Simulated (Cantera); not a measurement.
What does this Cantera script print?

```python
import numpy as np
import cantera as ct

gas_names = """
    CL CL2 H HCL H2 N NH NH2 NH3 N2 N2H2 N2H4 Si SiCL SiCL2 SiCL3 SiCL4 SiH SiHCL3 SiH2 SiH2CL2 SiH3
    SiH3CL SiH4 SiN Si2 Si2N Si3
""".split()
cond_names = """
    NH4CL(a) NH4CL(b) Si(cr) Si(L) Si3N4(a)
""".split()


# ... load() reads the species with a 1 bar reference pressure and builds the phases ...
atoms = {
    'SiH2Cl2': {'Si': 1, 'H': 2, 'CL': 2},
    'NH3': {'N': 1, 'H': 3},
}
top_T = {'Si3N4(a)': 2400}  # K; cautious upper limits of use, not melting points


# ... equilibrate(T, P, feed) seeds the gas with the atoms and calls Mixture.equilibrate('TP', solver="vcs", rtol=1e-11, max_steps=5000) ...
results = []
feed = {'SiH2Cl2': 1, 'NH3': 23}  # mol
P = 490  # Pa
for T in [873, 973, 1073, 1173, 1273, 1373, 1473, 1573, 1673, 1773]:
    mix = equilibrate(T, P, feed)
    results.append((T, P, feed, dict(zip(mix.species_names, mix.species_moles))))
    x = sorted(zip(gas.X, gas.species_names), reverse=True)
    print(f"T = {T:g} K  P = {P:g} Pa  gas = {mix.phase_moles(0):.4g} mol")
    print("   x: " + "  ".join(f"{s} {v:.3e}" for v, s in x if v > 1e-06))
    print("   condensed (mol): " + ("  ".join(f"{mix.phase(i).name} {mix.phase_moles(i):.4g}"
          for i in range(1, mix.n_phases) if mix.phase_moles(i) > 1e-12) or "none"))
```

It prints:

```
T = 873 K  P = 490 Pa  gas = 47.33 mol
   x: H2 7.289e-01  N2 2.289e-01  HCL 4.225e-02  NH3 2.212e-06  SiCL4 1.482e-06
   condensed (mol): Si3N4(a) 0.3333
T = 973 K  P = 490 Pa  gas = 47.33 mol
   x: H2 7.289e-01  N2 2.289e-01  HCL 4.225e-02  NH3 1.021e-06
   condensed (mol): Si3N4(a) 0.3333
T = 1073 K  P = 490 Pa  gas = 47.33 mol
   x: H2 7.289e-01  N2 2.289e-01  HCL 4.225e-02
   condensed (mol): Si3N4(a) 0.3333
T = 1173 K  P = 490 Pa  gas = 47.33 mol
   x: H2 7.289e-01  N2 2.289e-01  HCL 4.224e-02  SiCL2 2.718e-06  H 1.438e-06
   condensed (mol): Si3N4(a) 0.3333
T = 1273 K  P = 490 Pa  gas = 47.33 mol
   x: H2 7.289e-01  N2 2.289e-01  HCL 4.220e-02  SiCL2 2.264e-05  H 8.697e-06  SiCL3 1.104e-06
   condensed (mol): Si3N4(a) 0.3329
T = 1373 K  P = 490 Pa  gas = 47.34 mol
   x: H2 7.289e-01  N2 2.289e-01  HCL 4.196e-02  SiCL2 1.360e-04  H 4.062e-05  SiCL3 2.856e-06  CL 1.937e-06
   condensed (mol): Si3N4(a) 0.3311
T = 1473 K  P = 490 Pa  gas = 47.36 mol
   x: H2 7.291e-01  N2 2.292e-01  HCL 4.098e-02  SiCL2 6.119e-04  H 1.543e-04  CL 7.031e-06  SiCL3 6.113e-06
   condensed (mol): Si3N4(a) 0.3236
T = 1573 K  P = 490 Pa  gas = 47.41 mol
   x: H2 7.295e-01  N2 2.299e-01  HCL 3.807e-02  SiCL2 2.027e-03  H 4.961e-04  CL 2.058e-05  SiCL3 1.008e-05  SiCL 4.255e-06  Si 3.381e-06
   condensed (mol): Si3N4(a) 0.301
T = 1673 K  P = 490 Pa  gas = 47.53 mol
   x: H2 7.300e-01  N2 2.312e-01  HCL 3.243e-02  SiCL2 4.762e-03  H 1.390e-03  Si 7.821e-05  CL 4.822e-05  SiCL 4.043e-05  SiCL3 1.167e-05  SiH 7.907e-06  SiH2 7.376e-06  Si2N 2.883e-06  SiN 1.746e-06
   condensed (mol): Si3N4(a) 0.2554
T = 1773 K  P = 490 Pa  gas = 48.11 mol
   x: H2 7.201e-01  N2 2.390e-01  HCL 3.211e-02  SiCL2 4.601e-03  H 3.449e-03  Si 4.347e-04  CL 1.182e-04  SiCL 1.173e-04  SiH 3.188e-05  SiH2 1.777e-05  Si2N 1.184e-05  SiN 7.144e-06  SiCL3 6.941e-06  Si2 2.418e-06
   condensed (mol): Si(L) 0.7475
```

These are equilibrium values from Cantera (NASA tables, ideal gas, pure condensed phases), not measurements of a reactor. The tables' values for SiCl, SiCl3 are old estimates; treat these amounts as uncertain. Gases not in the tables: Si2H6 and higher silanes.
